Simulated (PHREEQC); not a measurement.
Consider water at 45 °C with 0.023 mol Na2SeO4 and 3.1e-05 mol CaCl2 per kg of water. Closed to the air; pH follows from the charge balance.

Computed with PHREEQC (ion-association model, wateq4f.dat).

| quantity | before | after |
|---|---|---|
| pH | 6.81 | 9.09 |
| HSeO4- (mol/kgw) | 1.38e-7 | 7.22e-10 |

### Question
Name the change that produced these shifts.
(A) diluted 5-fold with water
(B) temperature from 45 to 15 °C
(C) CaCl2 left out
(D) 0.0014 mol/kgw NaHCO3 added
(E) CaCl2 replaced by Ca(OH)2 at the same molality

### Answer
E, CaCl2 replaced by Ca(OH)2 at the same molality

Precipitation was switched off in this run. Away from 25 °C the constants follow the database's enthalpies or fits; those with neither stay at their 25 °C values.
